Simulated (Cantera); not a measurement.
**N2O furnace oxynitridation**

A perfectly stirred reactor is fed with 98.1 % N2O, 1.86 % H2O, at 285 Torr; it is held at 1250 K, and followed from long to short residence time.

Detailed kinetics in Cantera: GRI-Mech 3.0 (53 species, 325 reactions). GRI-Mech 3.0 was tuned for natural gas; its chemistry of N2O as a main component is partial and can be far from experiment. The mechanism lacks the step 2 NO + O2 → 2 NO2, which can matter for NO2 below about 1400 K. The temperature is held fixed by assumption; the heat of reaction is taken as removed at once.

| τ (s) | x N2O | x H2O | x H | x NO2 | x H2 |
|---|---|---|---|---|---|
| 15 | 0.0847 | 0.0130 | 3.03e-9 | 0.000258 | 2.57e-8 |
| 5.2 | 0.193 | 0.0137 | 4.02e-9 | 0.000329 | 3.05e-8 |
| 1.8 | 0.388 | 0.0149 | 4.42e-9 | 0.000407 | 3.23e-8 |
| 0.65 | 0.621 | 0.0164 | 4.30e-9 | 0.000475 | 3.26e-8 |
| 0.23 | 0.811 | 0.0176 | 4.11e-9 | 0.000482 | 3.43e-8 |
| 0.081 | 0.913 | 0.0182 | 3.99e-9 | 0.000389 | 3.98e-8 |
| 0.029 | 0.955 | 0.0185 | 3.85e-9 | 0.000235 | 5.00e-8 |
| 0.010 | 0.972 | 0.0186 | 3.51e-9 | 9.46e-5 | 5.87e-8 |
| 0.0036 | 0.978 | 0.0186 | 2.89e-9 | 2.52e-5 | 4.77e-8 |
| 0.0013 | 0.980 | 0.0186 | 2.01e-9 | 3.80e-6 | 2.24e-8 |
x: mole fraction; the columns are a selection and need not sum to one.
